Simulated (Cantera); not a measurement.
Charge: 1 mol B2O3, 19 mol HCl, 2.3 mol H2, held at 0.133 bar.

Method: chemical equilibrium by Gibbs-energy minimisation in Cantera with the NASA 1993 tables (ideal gas, pure condensed phases). Candidate condensed phases: B, B2O3, B3O3H3, H2O; 33 gas species. The tables' values for BOCl are old estimates; treat these amounts as uncertain. Gases not in the tables: H3BO3, BHCl2. Rates play no part.

x: gas mole fraction; n: condensed amount in mol.

| T (K) | x HCl | x H2 | x HBO2 | x BOCl | x B2O3 | x H2O | n B2O3(l) |
|---|---|---|---|---|---|---|---|
| 925 | 0.892 | 0.108 | 1.45e-7 | 5.96e-9 | <1e-12 | 0.000123 | 0.999 |
| 1025 | 0.892 | 0.108 | [?] | 1.35e-7 | [?] | [?] | 0.998 |
| 1125 | 0.891 | 0.108 | 1.46e-5 | 1.74e-6 | 5.00e-9 | 0.000403 | 0.996 |
| 1225 | 0.891 | 0.108 | 8.01e-5 | 1.46e-5 | 1.54e-7 | 0.000617 | 0.992 |
| 1325 | 0.890 | 0.108 | 0.000333 | 8.91e-5 | 2.75e-6 | 0.000864 | 0.985 |
| 1425 | 0.888 | 0.108 | 0.00110 | 0.000423 | 3.22e-5 | 0.00112 | 0.967 |
| 1525 | 0.884 | 0.108 | [?] | 0.00163 | [?] | [?] | 0.920 |
| 1625 | 0.874 | 0.107 | 0.00756 | 0.00519 | 0.00171 | 0.00170 | 0.792 |

Problem. Some entries are withheld; supply them.

Solution. 
- 1025, x HBO2: 1.84e-6
- 1025, x B2O3: 8.07e-11
- 1025, x H2O: 0.000237
- 1525, x HBO2: 0.00308
- 1525, x B2O3: 0.000269
- 1525, x H2O: 0.00139
